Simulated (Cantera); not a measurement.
Cantera run, input and output.

```python
import numpy as np
import cantera as ct

gas = ct.Solution("gri30.yaml")


def delay(T, t_max=10):
    gas.TPX = T, 1000000, {'CH4': 1, 'CO': 0.12, 'O2': 1.68, 'N2': 6.33}
    reactor = ct.IdealGasReactor(gas, clone=False)
    net = ct.ReactorNet([reactor])
    net.rtol, net.atol = 1e-8, 1e-16
    while net.time < t_max:
        t_old, T_old = net.time, reactor.T
        net.step()
        if reactor.T > T + 400:  # ignition: a rise of 400 K
            return t_old + (T + 400 - T_old) / (reactor.T - T_old) * (net.time - t_old)
    return np.nan


taus = []
for T in [1298, 1373, 1448, 1523, 1598, 1673, 1748, 1823]:
    taus.append(delay(T))
    print(f"T0 = {T:6g} K   tau = {taus[-1]:.4e} s")
```

Output:

```
T0 =   1298 K   tau = 1.7538e-03 s
T0 =   1373 K   tau = 7.4593e-04 s
T0 =   1448 K   tau = 3.3569e-04 s
T0 =   1523 K   tau = 1.5879e-04 s
T0 =   1598 K   tau = 7.8824e-05 s
T0 =   1673 K   tau = 4.1144e-05 s
T0 =   1748 K   tau = 2.2648e-05 s
T0 =   1823 K   tau = 1.3163e-05 s
```

Cantera simulation using GRI-Mech 3.0 (53 species, 325 reactions); the numbers are that mechanism's predictions, not measurements.
